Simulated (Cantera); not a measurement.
A closed system holds: 1 mol AlCl3, a varied amount of NH3, 6.1 mol H2, at 800 K and 1.00 bar.

Cantera equilibrium calculation (NASA polynomials, part measured and part estimated; ideal gas, pure solids and liquids). Candidate condensed phases: Al, AlCl3, AlN, NH4Cl; 20 gas species. Rates play no part.

Problem. What share of the Al ends up in condensed phases as a function of n(NH3) (mol), at 0.47, 0.73, 1.1, 1.8, 2.8, 4.4, 6.9, 11, 17, 26, 41?

Solution. 
```
n(NH3) (mol)  Al condensed (%)      as
------------  ----------------  ------
0.47                      24.8  AlN(s)
0.73                      28.4  AlN(s)
1.1                       32.0  AlN(s)
1.8                       37.3  AlN(s)
2.8                       43.1  AlN(s)
4.4                       50.6  AlN(s)
6.9                       59.6  AlN(s)
11                        70.0  AlN(s)
17                        79.7  AlN(s)
26                        87.6  AlN(s)
41                        93.6  AlN(s)
```
